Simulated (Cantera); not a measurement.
What does this Cantera script print?

```python
import numpy as np
import cantera as ct

gas_names = """
    C CH CH2 CH3 CH4 C2 C2H C2H2,acetylene C2H2,vinylidene C2H3,vinyl C2H4 C2H5 C2H6 C3 C3H3,propargyl
    C3H4,allene C3H4,propyne C3H4,cyclo- C3H5,allyl C3H6,propylene C3H6,cyclo- C3H7,n-propyl
    C3H7,i-propyl C3H8 C4 C4H2 C4H4,1,3-cyclo- C4H6,butadiene C4H6,2-butyne C4H6,cyclo- C4H8,1-butene
    C4H8,cis2-buten C4H8,tr2-butene C4H8,isobutene C4H8,cyclo- C4H9,n-butyl C4H9,i-butyl C4H9,s-butyl
    C4H9,t-butyl C4H10,isobutane C4H10,n-butane C5 C5H6,1,3cyclo- C5H8,cyclo- C5H10,1-pentene
    C5H10,cyclo- C5H11,pentyl C5H11,t-pentyl C5H12,n-pentane C5H12,i-pentane CH3C(CH3)2CH3 C6H2
    C6H5,phenyl C6H6 C6H10,cyclo- C6H12,1-hexene C6H12,cyclo- C6H13,n-hexyl C7H7,benzyl C7H8
    C7H14,1-heptene C7H15,n-heptyl C7H16,n-heptane C8H8,styrene C8H10,ethylbenz C8H16,1-octene
    C8H17,n-octyl C8H18,isooctane C8H18,n-octane C9H19,n-nonyl C10H8,naphthale C10H21,n-decyl
    C12H9,o-bipheny C12H10,bipheny H H2 Si SiC SiC2 SiC4H12 SiH SiH2 SiH3 SiH4 Si2 Si2C Si3
""".split()
cond_names = """
    C(gr) C6H6(L) C7H8(L) C8H18(L),n-octa Si(cr) Si(L) SiC(b)
""".split()


def load(file, names, dense=False):
    # The tables refer to 1 bar. Condensed volumes are neglected.
    table = {s.name: s for s in ct.Species.list_from_file(file)}
    out = []
    for n in names:
        d = dict(table[n].input_data)
        d["thermo"] = dict(d["thermo"], **{"reference-pressure": 1e5})
        if dense:
            d["equation-of-state"] = {"model": "constant-volume", "density": "1e6 g/cm^3"}
        out.append(ct.Species.from_dict(d))
    return out


gas = ct.Solution(thermo="ideal-gas", species=load("nasa_gas.yaml", gas_names))
cond = {s.name: ct.Solution(thermo="fixed-stoichiometry", species=[s], name=s.name)
        for s in load("nasa_condensed.yaml", cond_names, dense=True)}
atoms = {
    'Si(CH3)4': {'Si': 1, 'C': 4, 'H': 12},
    'C2H2': {'C': 2, 'H': 2},
    'H2': {'H': 2},
}
top_T = {'C(gr)': 4500, 'SiC(b)': 3050}  # K; cautious upper limits of use, not melting points


def equilibrate(T, P, feed):
    n = {}
    for name, mol in feed.items():
        for a, k in atoms[name].items():
            n[a] = n.get(a, 0.0) + k * mol
    gas.TPX = T, P, n
    mass = sum(n.values()) * gas.mean_molecular_weight
    gas.equilibrate("TP")
    valid = [c for c in cond.values() if c.min_temp <= T <= top_T.get(c.name, c.max_temp)]
    mix = ct.Mixture([(gas, mass / gas.mean_molecular_weight)] + [(c, 0.0) for c in valid])
    mix.T, mix.P = T, P
    mix.equilibrate("TP", solver="vcs", rtol=1e-11, max_steps=5000)
    return mix


results = []
feed = {'Si(CH3)4': 1, 'C2H2': 0.46, 'H2': 120}  # mol
T = 1875  # K
P = 1333.22  # Pa
mix = equilibrate(T, P, feed)
results.append((T, P, feed, dict(zip(mix.species_names, mix.species_moles))))
x = sorted(zip(gas.X, gas.species_names), reverse=True)
print(f"T = {T:g} K  P = {P:g} Pa  gas = {mix.phase_moles(0):.4g} mol")
print("   x: " + "  ".join(f"{s} {v:.3e}" for v, s in x if v > 0.001))
print("   condensed (mol): " + ("  ".join(f"{mix.phase(i).name} {mix.phase_moles(i):.4g}"
      for i in range(1, mix.n_phases) if mix.phase_moles(i) > 1e-12) or "none"))
```

Output:

```
T = 1875 K  P = 1333.22 Pa  gas = 126.8 mol
   x: H2 9.940e-01  H 5.660e-03
   condensed (mol): C(gr) 3.842  SiC(b) 0.9964
```

Cantera equilibrium calculation (NASA polynomials, part measured and part estimated; ideal gas, pure solids and liquids).
